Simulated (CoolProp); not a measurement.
Properties of R1123 along the isobar 1.01 bar.

The numbers come from the reference Helmholtz-energy equation of state, Akasaka 2020 in CoolProp.

```
T (°C)  phase  cp (kJ/(kg K))  cv (kJ/(kg K))  speed of sound (m/s)  expansivity (1/kK)
------  -----  --------------  --------------  --------------------  ------------------
-42.65    gas          0.7347          0.6192                 162.0               4.760
-23.45    gas          0.7688          0.6572                 168.5               4.291
-4.25     gas          0.8025          0.6933                 174.8               3.921
14.95     gas          0.8350          0.7276                 180.8               3.619
34.15     gas          0.8663          0.7600                 186.5               3.365
53.25     gas          0.8960          0.7907                 192.0               3.150
72.45     gas          0.9247          0.8199                 197.4               2.961
91.65     gas          0.9521          0.8479                 202.6               2.796
110.85    gas          0.9784          0.8745                 207.7               2.648
130.05    gas           1.004          0.9000                 212.6               2.517
149.25    gas           1.028          0.9245                 217.5               2.398
168.45    gas           1.051          0.9479                 222.2               2.290
187.65    gas           1.073          0.9704                 226.8               2.192
206.85    gas           1.095          0.9919                 231.3               2.102
```
